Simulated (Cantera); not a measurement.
Thermodynamics of silicon nitride deposition, feed Si₂Cl₆ + NH₃

Input: 1 mol Si₂Cl₆, 16 mol NH₃, at 0.000460 bar.

These are equilibrium values from Cantera (NASA tables, ideal gas, pure condensed phases), not measurements of a reactor. Candidate condensed phases: NH₄Cl, Si, Si₃N₄; 28 gas species. The feed counts by its element totals alone. The tables' values for SiCl, SiCl₃, SiN are old estimates; treat these amounts as uncertain. Gases not in the tables: Si₂H₆ and higher silanes. Rates play no part.

From 1475 K to 1525 K the condensed part is Si₃N₄(s). From 1575 K to 1675 K the condensed part is Si(s). From 1725 K to 1825 K the condensed part is Si(l). From 1875 K to 2075 K nothing is condensed. The main Si-bearing gas is SiCl₂ at 1475 K and Si at 2075 K.

```json
[
 {"T (K)": "1475", "x H₂": "0.641", "x N₂": "0.214", "x HCl": "0.116", "x H": "0.000484", "x SiCl₂": "0.0290", "x Si": "5.51e-6", "x Cl": "7.09e-5", "n Si₃N₄(s)": "0.331", "n Si(s)": "0", "n Si(l)": "0"},
 {"T (K)": "1525", "x H₂": "0.646", "x N₂": "0.219", "x HCl": "0.0955", "x H": "0.000886", "x SiCl₂": "0.0386", "x Si": "3.43e-5", "x Cl": "0.000105", "n Si₃N₄(s)": "0.218", "n Si(s)": "0", "n Si(l)": "0"},
 {"T (K)": "1575", "x H₂": "0.640", "x N₂": "0.228", "x HCl": "0.0882", "x H": "0.00155", "x SiCl₂": "0.0412", "x Si": "0.000125", "x Cl": "0.000170", "n Si₃N₄(s)": "0", "n Si(s)": "0.543", "n Si(l)": "0"},
 {"T (K)": "1625", "x H₂": "0.640", "x N₂": "0.228", "x HCl": "0.0871", "x H": "0.00263", "x SiCl₂": "0.0416", "x Si": "0.000354", "x Cl": "0.000282", "n Si₃N₄(s)": "0", "n Si(s)": "0.517", "n Si(l)": "0"},
 {"T (K)": "1675", "x H₂": "0.638", "x N₂": "0.228", "x HCl": "0.0860", "x H": "0.00432", "x SiCl₂": "0.0418", "x Si": "0.000943", "x Cl": "0.000455", "n Si₃N₄(s)": "0", "n Si(s)": "0.477", "n Si(l)": "0"},
 {"T (K)": "1725", "x H₂": "0.634", "x N₂": "0.227", "x HCl": "0.0868", "x H": "0.00690", "x SiCl₂": "0.0409", "x Si": "0.00221", "x Cl": "0.000731", "n Si₃N₄(s)": "0", "n Si(s)": "0", "n Si(l)": "0.447"},
 {"T (K)": "1775", "x H₂": "0.628", "x N₂": "0.226", "x HCl": "0.0880", "x H": "0.0107", "x SiCl₂": "0.0395", "x Si": "0.00477", "x Cl": "0.00115", "n Si₃N₄(s)": "0", "n Si(s)": "0", "n Si(l)": "0.380"},
 {"T (K)": "1825", "x H₂": "0.620", "x N₂": "0.224", "x HCl": "0.0886", "x H": "0.0162", "x SiCl₂": "0.0379", "x Si": "0.00989", "x Cl": "0.00176", "n Si₃N₄(s)": "0", "n Si(s)": "0", "n Si(l)": "0.210"},
 {"T (K)": "1875", "x H₂": "0.606", "x N₂": "0.221", "x HCl": "0.0917", "x H": "0.0238", "x SiCl₂": "0.0344", "x Si": "0.0175", "x Cl": "0.00273", "n Si₃N₄(s)": "0", "n Si(s)": "0", "n Si(l)": "0"},
 {"T (K)": "1925", "x H₂": "0.588", "x N₂": "0.218", "x HCl": "0.101", "x H": "0.0342", "x SiCl₂": "0.0278", "x Si": "0.0231", "x Cl": "0.00441", "n Si₃N₄(s)": "0", "n Si(s)": "0", "n Si(l)": "0"},
 {"T (K)": "1975", "x H₂": "0.567", "x N₂": "0.215", "x HCl": "0.109", "x H": "0.0480", "x SiCl₂": "0.0212", "x Si": "0.0288", "x Cl": "0.00690", "n Si₃N₄(s)": "0", "n Si(s)": "0", "n Si(l)": "0"},
 {"T (K)": "2025", "x H₂": "0.544", "x N₂": "0.212", "x HCl": "0.115", "x H": "0.0662", "x SiCl₂": "0.0152", "x Si": "0.0340", "x Cl": "0.0104", "n Si₃N₄(s)": "0", "n Si(s)": "0", "n Si(l)": "0"},
 {"T (K)": "2075", "x H₂": "0.519", "x N₂": "0.207", "x HCl": "0.118", "x H": "0.0895", "x SiCl₂": "0.0101", "x Si": "0.0383", "x Cl": "0.0150", "n Si₃N₄(s)": "0", "n Si(s)": "0", "n Si(l)": "0"}
]
```
x: gas mole fraction; n: condensed amount in mol.
